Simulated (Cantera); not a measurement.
## Premixed flame

A freely propagating, adiabatic, planar premixed flame of 52.2 % H2, 10.0 % O2, 37.8 % N2, unburnt at 375 K and 37000 Pa; mixture-averaged transport, grid criteria slope 0.08 and curve 0.16, no radiation.

Model: the H2/O2 subset of GRI-Mech 3.0, which has no nitrogen chemistry, integrated in Cantera. Burning velocities carry a grid error of a few per cent, more on coarse grids.

| z (mm) | T (K) | u (m/s) | x H2 | x O2 | x HO2 | x O | x OH | x H2O |
|---|---|---|---|---|---|---|---|---|
| -4.32 | 375 | 3.44 | 0.522 | 0.100 | <1e-8 | <1e-8 | <1e-8 | <1e-8 |
| -2.88 | 375 | 3.44 | 0.522 | 0.100 | <1e-8 | <1e-8 | <1e-8 | <1e-8 |
| -2.16 | 375 | 3.44 | 0.522 | 0.100 | <1e-8 | <1e-8 | <1e-8 | <1e-8 |
| -1.44 | 375 | 3.44 | 0.522 | 0.100 | 5.78e-8 | <1e-8 | <1e-8 | 7.76e-8 |
| -0.720 | 401 | 3.65 | 0.519 | 0.101 | 0.000155 | 4.85e-6 | 4.64e-5 | 0.000728 |
| -0.360 | 664 | 5.90 | 0.487 | 0.0936 | 8.95e-5 | 0.000148 | 0.000444 | 0.0221 |
| 0 | 1035 | 8.96 | 0.405 | 0.0641 | 3.12e-5 | 0.00145 | 0.000769 | 0.0887 |
| 0.360 | 1278 | 11.0 | 0.327 | 0.0179 | 8.01e-6 | 0.00156 | 0.00130 | 0.177 |
| 0.720 | 1378 | 11.9 | 0.307 | 0.00283 | 1.20e-6 | 0.000531 | 0.00116 | 0.207 |
| 1.44 | 1469 | 12.6 | 0.310 | 0.000161 | 6.48e-8 | 0.000256 | 0.00125 | 0.213 |
| 2.88 | 1564 | 13.3 | 0.319 | 6.34e-5 | 2.58e-8 | 0.000204 | 0.00135 | 0.215 |
| 5.76 | 1660 | 14.0 | 0.328 | 4.24e-5 | 1.75e-8 | 0.000142 | 0.00132 | 0.217 |
| 11.5 | 1744 | 14.6 | 0.336 | 2.39e-5 | 1.06e-8 | 8.22e-5 | 0.00115 | 0.218 |
x: mole fraction of selected species; z is measured from the peak of heat release.

```yaml
laminar_burning_velocity: 344 cm/s
thermal_thickness: 1.44 mm
peak x(HO2): 0.000198
peak x(O): 0.00197
peak x(OH): 0.00136
grid_points: 132
```
